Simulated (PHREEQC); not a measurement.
Metal-bearing waste water (model solution)

Consider water at 60 °C with 0.016 mol Al2(SO4)3, 0.0038 mol CuCl2 and 0.0006 mol Na2SO4 per kg of water. Closed to the air; pH follows from the charge balance.

Equilibrium calculation in PHREEQC: ion-association model, phreeqc.dat.

```yaml
pH: 3.59
ionic_strength: 0.0689 mol/kgw
```

| species | molality | activity | log γ |
|---|---|---|---|
| AlSO4+ | 0.0230 | 0.0182 | -0.103 |
| SO4-2 | 0.0142 | 0.00564 | -0.401 |
| Cl- | 0.00751 | 0.00586 | -0.108 |
| Al(SO4)2- | 0.00475 | 0.00375 | -0.103 |
| Al+3 | 0.00357 | 0.000679 | -0.720 |
| Cu+2 | 0.00233 | 0.000981 | -0.375 |
| CuSO4 | 0.00138 | 0.00140 | 0.007 |
| Na+ | 0.00116 | 0.000922 | -0.100 |

This is a speciation only: nothing precipitates in the calculation. Saturation is exceeded, for instance for Gibbsite (slow to form); the values hold only as long as no solid forms. Complexes and solids missing from the database can't appear. At this temperature some constants are extrapolated from 25 °C, and those without enthalpy data are left unchanged.
